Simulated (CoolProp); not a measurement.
n-octane at 401.82 K and 16.2 MPa flows at 1.5 m/s in a round tube of 4.6 mm bore and 1.5 µm roughness, fully developed (64/Re and Nu = 3.66 if laminar; Colebrook and Gnielinski if turbulent). Each further row changes one setting.

Computed with CoolProp (reference Helmholtz-energy equation of state, Beckmüller 2019).

```json
[
 {"case": "as stated", "Reynolds number": "18400", "Darcy friction factor": "0.0271", "pressure drop (Pa/m)": "(withheld)", "heat-transfer coefficient (W/(m² K))": "(withheld)", "mass flow (kg/h)": "(withheld)"},
 {"case": "velocity 3 m/s", "Reynolds number": "36700", "Darcy friction factor": "(withheld)", "pressure drop (Pa/m)": "14500", "heat-transfer coefficient (W/(m² K))": "(withheld)", "mass flow (kg/h)": "114"},
 {"case": "diameter 9.2 mm", "Reynolds number": "36700", "Darcy friction factor": "(withheld)", "pressure drop (Pa/m)": "1780", "heat-transfer coefficient (W/(m² K))": "(withheld)", "mass flow (kg/h)": "228"}
]
```

Q: Fill in the missing entries.

A: 
- as stated, pressure drop (Pa/m): 4210
- as stated, heat-transfer coefficient (W/(m² K)): 2990
- as stated, mass flow (kg/h): 57.0
- velocity 3 m/s, Darcy friction factor: 0.0234
- velocity 3 m/s, heat-transfer coefficient (W/(m² K)): 5540
- diameter 9.2 mm, Darcy friction factor: 0.0229
- diameter 9.2 mm, heat-transfer coefficient (W/(m² K)): 2730

Viscosity comes from a separate model (Huber 2004). Thermal conductivity comes from a separate model (Huber 2005).
